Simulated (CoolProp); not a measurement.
The numbers come from the reference Helmholtz-energy equation of state, Platzer 1990 in CoolProp. This equation is an older, rougher fit.

Problem. For CF4 (R14), give the phase and the cp (kJ/(kg K)), speed of sound (m/s), conductivity (mW/(m K)), Prandtl number at -32.55 °C and 0.171 MPa; -32.55 °C and 1.71 MPa.

Solution. 
- -32.55 °C and 0.171 MPa: gas; cp 0.610, speed of sound 163, conductivity 11.6, Prandtl number 0.753
- -32.55 °C and 1.71 MPa: gas; cp 0.706, speed of sound 149, conductivity 12.7, Prandtl number 0.869

Viscosity comes from a separate model (Huber 2003), an estimate that may be off by 10 % or more. Thermal conductivity comes from a separate model (Huber 2003), an estimate that may be off by 10 % or more.
